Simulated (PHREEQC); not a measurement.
**Nickel, zinc or cadmium bath**

Solution (65 °C): 16 mmol/kgw NiSO4, 1.2 mmol/kgw NaOH and 66 mmol/kgw MnSO4. Closed to the air; pH follows from the charge balance.

All values are PHREEQC results (ion-association model, wateq4f.dat), not measurements.

Each row changes one thing in this solution. No solid was allowed to form.

```csv
case,pH,ionic strength (mol/kgw),SO4-2 (mol/kgw),Ni+2 (mol/kgw),NiSO4 (mol/kgw),Na+ (mol/kgw),SI of Morenosite (NiSO4:7H2O)
as made,8.02,0.152,0.0382,0.00820,0.00721,0.00112,-2.45
temperature from 65 to 40 °C,8.63,0.170,[?],0.00830,0.00708,0.00112,-2.23
NiSO4 from 0.016 to 0.16 mol/kgw,7.41,0.390,0.0975,0.0709,0.0877,0.00107,-1.35
temperature from 65 to 60 °C,8.14,0.155,0.0390,0.00821,0.00720,0.00112,-2.41
MnSO4 replaced by KHSO4 at the same molality,1.79,0.136,[?],[?],0.00616,0.00114,-2.52
diluted 5-fold with water,7.78,0.0383,0.00962,0.00200,0.00109,0.000233,-3.28
```

Question: Fill in the missing entries.

Answer: 
- temperature from 65 to 40 °C, SO4-2 (mol/kgw): 0.0426
- MnSO4 replaced by KHSO4 at the same molality, SO4-2 (mol/kgw): 0.0252
- MnSO4 replaced by KHSO4 at the same molality, Ni+2 (mol/kgw): 0.00983

In wateq4f.dat the enthalpy of Ni(OH)2 has the wrong sign, so its saturation index can't be trusted away from 25 °C. Constants without temperature data keep their 25 °C values here.
